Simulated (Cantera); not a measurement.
Thermodynamics of silicon carbide growth, feed SiH4 + C2H2 + H2 + C2H4

Feed: 1 mol SiH4, 0.26 mol C2H2, 680 mol H2, 0.31 mol C2H4, equilibrated at 1923 K and 1.00 bar.

Equilibrium computed with Cantera from the NASA thermochemical tables; the gas is ideal and each condensed phase is pure. Candidate condensed phases: C, C6H6, C7H8, C8H18, Si, SiC; 87 gas species. The numbers say what is thermodynamically allowed, not how fast it happens.

The x(H2) is 0.999. The x(H) is 0.000941. The x(CH4) comes out as 0.000146. The x(C2H2 (acetylene)) comes out as 3.50e-5 and the x(SiH2) is 9.84e-6. The x(CH3) is 2.75e-6 and the x(Si) comes out as 2.48e-6. The x(SiH) comes out as 2.03e-6. The n(SiC(s)) is 0.990 mol. The gas amount is 683.1 mol, the log10 activity of C(graphite) (absent) comes out as -0.56 and the log10 activity of Si(l) (absent) is -0.83.
